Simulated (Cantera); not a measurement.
Cantera run, input and output.

```python
import numpy as np
import cantera as ct

gas = ct.Solution("gri30.yaml")
gas.TPX = 550, 101325, {'CH4': 1, 'CO': 0.1, 'O2': 3.66, 'N2': 14.3, 'H2O': 0.038}
inlet = ct.Reservoir(gas, clone=True)
gas.equilibrate("HP")  # start burning
reactor = ct.IdealGasConstPressureReactor(gas, energy="on", clone=False)
exhaust = ct.Reservoir(gas, clone=True)
tau = [0.22, 0.092, 0.038, 0.016, 0.0065, 0.0027, 0.0011, 0.00045, 0.00019, 7.7e-05, 3.2e-05, 1.3e-05][0]
for a, b in ((inlet, reactor), (reactor, exhaust)):
    ct.MassFlowController(a, b, mdot=lambda t: reactor.mass / tau)
net = ct.ReactorNet([reactor])
show = ['CH4', 'CO', 'O2', 'CH2CO', 'C2H4']

rows = []
print(f"{'tau/s':>10s}{'T/K':>9s}" + "".join(f"{s:>11s}" for s in show))
for tau in [0.22, 0.092, 0.038, 0.016, 0.0065, 0.0027, 0.0011, 0.00045, 0.00019, 7.7e-05, 3.2e-05, 1.3e-05]:
    net.initial_time = 0.0
    net.advance(30 * tau)
    before = gas.X
    net.advance(40 * tau)
    drift = np.max(np.abs(gas.X - before) / (gas.X + 1e-9))
    rows.append([gas.T, *gas[show].X, drift])
    print(f"{tau:10.3e}{gas.T:9.1f}" + "".join(f"{x:11.3e}" for x in gas[show].X))
```

Result:

```
     tau/s      T/K        CH4         CO         O2      CH2CO       C2H4
 2.200e-01   1763.2  6.157e-06  1.948e-04  8.436e-02  3.493e-10  6.309e-10
 9.200e-02   1760.2  1.090e-05  3.442e-04  8.437e-02  8.800e-10  1.452e-09
 3.800e-02   1755.3  1.915e-05  6.175e-04  8.440e-02  2.052e-09  3.036e-09
 1.600e-02   1747.3  3.312e-05  1.093e-03  8.450e-02  4.426e-09  5.809e-09
 6.500e-03   1733.6  5.902e-05  1.971e-03  8.477e-02  9.525e-09  1.096e-08
 2.700e-03   1711.8  1.062e-04  3.472e-03  8.535e-02  2.026e-08  2.075e-08
 1.100e-03   1675.7  2.053e-04  6.164e-03  8.663e-02  4.745e-08  4.544e-08
 4.500e-04   1617.6  4.535e-04  1.109e-02  8.951e-02  1.398e-07  1.394e-07
 1.900e-04   1500.0  1.701e-03  2.237e-02  9.872e-02  1.155e-06  1.522e-06
 7.700e-05    550.0  5.236e-02  5.236e-03  1.916e-01 -2.139e-19 -1.727e-18
 3.200e-05    550.0  5.236e-02  5.236e-03  1.916e-01 -1.582e-22 -1.277e-21
 1.300e-05    550.0  5.236e-02  5.236e-03  1.916e-01 -9.992e-24 -8.069e-23
```

Cantera simulation using GRI-Mech 3.0 (53 species, 325 reactions); the numbers are that mechanism's predictions, not measurements.
